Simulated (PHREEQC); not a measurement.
# Ultrapure water in contact with air or piping: an equilibrium model

Synthetic water in mg/L, 25 °C, pH 5.76, pe 8.1:

```
constituent             mg/L
------------------  --------
Na                   0.00785
K                     0.0134
Ca                    0.0222
Mg                   0.00293
Cl                   0.00431
S(6) as SO4           0.0438
Alkalinity as HCO3     0.059
Cu(2)                0.00297
N(5) as NO3         9.44e-05
Pb                   0.00279
```

Valence states are taken as typed.

Model: ion-association model, phreeqc.dat, run in PHREEQC.

Each row changes one thing in this solution. Precipitation was switched off in this run.

```json
[
 {"case": "as made", "ionic strength (mol/kgw)": "5.01e-6", "CO2 (mol/kgw)": "1.05e-5", "HCO3- (mol/kgw)": "2.70e-6", "Cu(OH)2 (mol/kgw)": "3.15e-10", "CuOH+ (mol/kgw)": "2.63e-10", "PbOH+ (mol/kgw)": "1.48e-10", "SI of Pb(OH)2 (Pb(OH)2)": "-4.51", "SI of Anglesite (PbSO4)": "-6.44"},
 {"case": "Cl from 0.00431 to 0.00215 mg/L", "ionic strength (mol/kgw)": "4.98e-6", "CO2 (mol/kgw)": "1.05e-5", "HCO3- (mol/kgw)": "2.70e-6", "Cu(OH)2 (mol/kgw)": "3.15e-10", "CuOH+ (mol/kgw)": "2.63e-10", "PbOH+ (mol/kgw)": "1.48e-10", "SI of Pb(OH)2 (Pb(OH)2)": "-4.51", "SI of Anglesite (PbSO4)": "-6.44"},
 {"case": "K from 0.0134 to 0.0067 mg/L", "ionic strength (mol/kgw)": "4.92e-6", "CO2 (mol/kgw)": "1.05e-5", "HCO3- (mol/kgw)": "2.70e-6", "Cu(OH)2 (mol/kgw)": "3.15e-10", "CuOH+ (mol/kgw)": "2.63e-10", "PbOH+ (mol/kgw)": "1.48e-10", "SI of Pb(OH)2 (Pb(OH)2)": "-4.51", "SI of Anglesite (PbSO4)": "-6.44"},
 {"case": "pH from 5.76 to 5.5 at the same alkalinity", "ionic strength (mol/kgw)": "6.44e-6", "CO2 (mol/kgw)": "2.93e-5", "HCO3- (mol/kgw)": "4.14e-6", "Cu(OH)2 (mol/kgw)": "9.58e-11", "CuOH+ (mol/kgw)": "1.45e-10", "PbOH+ (mol/kgw)": "8.14e-11", "SI of Pb(OH)2 (Pb(OH)2)": "-5.03", "SI of Anglesite (PbSO4)": "-6.44"},
 {"case": "pH from 5.76 to 6.06 at the same alkalinity", "ionic strength (mol/kgw)": "4.14e-6", "CO2 (mol/kgw)": "3.57e-6", "HCO3- (mol/kgw)": "1.83e-6", "Cu(OH)2 (mol/kgw)": "1.23e-9", "CuOH+ (mol/kgw)": "5.12e-10", "PbOH+ (mol/kgw)": "2.92e-10", "SI of Pb(OH)2 (Pb(OH)2)": "-3.92", "SI of Anglesite (PbSO4)": "-6.44"}
]
```

Complexes and solids missing from the database can't appear.
